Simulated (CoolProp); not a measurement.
Values from CoolProp's reference Helmholtz-energy equation of state, Lemmon 2016.

**Question.** For R115, give the phase and the cp (kJ/(kg K)) at 358.6 K and 7.7 kPa; 358.6 K and 70.5 kPa; 358.6 K and 171 kPa.

**Answer.** 
- 358.6 K and 7.7 kPa: gas; cp 0.791
- 358.6 K and 70.5 kPa: gas; cp 0.793
- 358.6 K and 171 kPa: gas; cp 0.797
